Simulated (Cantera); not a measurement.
Charge: 1 mol borazine, 110 mol H2, 0.17 mol O2, equilibrated at 2373.15 K and 1000 Pa.

Equilibrium computed with Cantera from the NASA thermochemical tables; the gas is ideal and each condensed phase is pure. Candidate condensed phases: B, BN, B2O3, B3O3H3, H2O; 39 gas species. The feed counts by its element totals alone. The tables' values for BH2 are old estimates; treat these amounts as uncertain. Equilibrium is a limit: real reactors are often held back by kinetics, nucleation or transport.

Base state: H2 0.851, H 0.129, N2 0.0122, B 0.00240, BH2 0.00234, BO 0.00167, HBO 0.00104, BH 0.000160 (mole fractions); condensed: B(l).

What changes in the equilibrium state with this change: O2 from 0.17 to 0.07 mol?


```json
[
 {"species": "H2", "before": "0.851", "after": "0.853"},
 {"species": "H", "before": "0.129", "after": "0.129"},
 {"species": "N2", "before": "0.0122", "after": "0.0122"},
 {"species": "BO", "before": "0.00167", "after": "0.000688"},
 {"species": "HBO", "before": "0.00104", "after": "0.000429"},
 {"species": "B", "before": "0.00240", "after": "0.00240"},
 {"species": "B2O", "before": "5.24e-5", "after": "2.16e-5"},
 {"species": "BH2", "before": "0.00234", "after": "0.00234"},
 {"species": "BH", "before": "0.000160", "after": "0.000160"},
 {"species": "B(l), mol", "before": "2.05", "after": "2.25"}
]
```

What changes in the equilibrium state with this change: temperature from 2373.15 K to 1700 K?


```json
[
 {"species": "H2", "before": "0.851", "after": "0.994"},
 {"species": "HBO", "before": "0.00104", "after": "0.00282"},
 {"species": "N2", "before": "0.0122", "after": "0.00150"},
 {"species": "H", "before": "0.129", "after": "0.00147"},
 {"species": "B", "before": "0.00240", "after": "7.40e-9"},
 {"species": "BH", "before": "0.000160", "after": "6.17e-9"},
 {"species": "BN", "before": "1.27e-5", "after": "<1e-9"},
 {"species": "B2O", "before": "5.24e-5", "after": "9.87e-8"},
 {"species": "B(l), mol", "before": "2.05", "after": "0"},
 {"species": "BN(s), mol", "before": "0", "after": "2.66"}
]
```
